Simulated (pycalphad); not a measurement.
CALPHAD calculation (pycalphad, COST 507 light-alloy database (1999)), 1 atm. These are 1990s assessments: newer ones move some temperatures and phases. Diffusion is slow at the low end, where real alloys seldom reach equilibrium.

Molar enthalpy of Ti-0.32Hf-0.23B (at.%) in equilibrium (SER reference):

```
T (K)  H (kJ/mol)        phases
-----  ----------  ------------
2850       111.78        liquid
2730       106.24        liquid
2610       100.69        liquid
2490        95.14        liquid
2370        89.59        liquid
2250        84.04        liquid
2130        78.49        liquid
2010        72.94        liquid
1970        71.09        liquid
1890        54.55  bcc + liquid
1810        50.63      bcc + BM
1770        49.21      bcc + BM
1650        45.08      bcc + BM
1530        41.13      bcc + BM
1410        37.33      bcc + BM
1290        33.66      bcc + BM
1170        30.10      bcc + BM
1050        21.98      hcp + BM
930         18.04      hcp + BM
810         14.24      hcp + BM
690         10.57      hcp + BM
570          7.04      hcp + BM
```

Cooling from 1970 K to 1810 K, across the freezing range, releases 20.5 kJ/mol, or 424 J/g. The slope is 46 J/(mol K) in the liquid and 36 J/(mol K) just below the solidus, where it includes any heat of precipitation. Liquidus 1935 K, solidus 1814 K. Changes were sought between steps of 40 K, so a narrower field can be missed.

Database names, with the compositions (at.%) that they take in these runs: BM: Ti 50 B 50.
